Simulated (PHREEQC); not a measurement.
A solution holds 2.8 mol MgCl2 and 0.17 mol H3BO3 per kg of water, at 25 °C. Closed to the air; pH follows from the charge balance.

The numbers come from PHREEQC with the Pitzer model, pitzer.dat.

```csv
quantity,before,after
pH,2.98,3.04
MgB(OH)4+ (mol/kgw),4.14e-5,3.83e-5
B3O3(OH)4- (mol/kgw),3.02e-5,3.24e-5
B(OH)4- (mol/kgw),8.07e-6,8.86e-6
B4O5(OH)4-2 (mol/kgw),4.16e-8,5.16e-8
MgOH+ (mol/kgw),3.79e-8,8.16e-8
SI of Bischofite (MgCl2:6H2O),-2.51,-2.50
SI of MgCl2_4H2O (MgCl2:4H2O),-4.64,-4.55
```

### Question
Name the change that produced these shifts.
A) temperature from 25 to 35 °C
B) H3BO3 from 0.17 to 0.34 mol/kgw
C) diluted 2-fold with water

### Answer
A, temperature from 25 to 35 °C

Precipitation was switched off in this run. In brines, pH and single-ion activities rest on the MacInnes convention.
